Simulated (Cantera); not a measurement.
**Gas-phase reforming**

An isothermal, constant-pressure homogeneous reactor starts with 24.8 % CH4, 67.0 % H2O, 8.19 % H2, at 1475 K and 0.740 bar.

Computed with Cantera and GRI-Mech 3.0 (53 species, 325 reactions).

| t (s) | x CH4 | x H2O | x H2 | x H | x C2H2 | x OH |
|---|---|---|---|---|---|---|
| 2.00e-5 | 0.248 | 0.670 | 0.0819 | 1.03e-7 | <1e-12 | 1.71e-8 |
| 4.93e-5 | 0.248 | 0.670 | 0.0819 | 2.09e-7 | <1e-12 | 3.97e-8 |
| 0.000121 | 0.248 | 0.670 | 0.0819 | 4.53e-7 | 3.24e-11 | 9.21e-8 |
| 0.000299 | 0.248 | 0.670 | 0.0819 | 8.85e-7 | 1.47e-9 | 1.84e-7 |
| 0.000737 | 0.248 | 0.670 | 0.0820 | 1.24e-6 | 4.24e-8 | 2.59e-7 |
| 0.00182 | 0.248 | 0.670 | 0.0821 | 1.52e-6 | 7.52e-7 | 3.18e-7 |
| 0.00447 | 0.247 | 0.670 | 0.0826 | 1.91e-6 | 1.17e-5 | 3.96e-7 |
| 0.0110 | 0.245 | 0.669 | 0.0842 | 2.20e-6 | 0.000147 | 4.48e-7 |
| 0.0271 | 0.241 | 0.667 | 0.0889 | 2.36e-6 | 0.00112 | 4.52e-7 |
| 0.0669 | 0.230 | 0.661 | 0.101 | 2.64e-6 | 0.00496 | 4.41e-7 |
| 0.165 | 0.207 | 0.648 | 0.128 | 3.23e-6 | 0.0140 | 4.22e-7 |
| 0.406 | 0.167 | 0.624 | 0.175 | 4.29e-6 | 0.0290 | 3.97e-7 |
| 1.00 | 0.115 | 0.588 | 0.241 | 5.90e-6 | 0.0460 | 3.75e-7 |
x: mole fraction; the columns are a selection and need not sum to one.

Equilibrium at this temperature and pressure: CH4 3.38e-7, H2O 0.257, H2 0.577, H 1.15e-5, C2H2 <1e-12, OH 1.34e-7 (gas phase only).
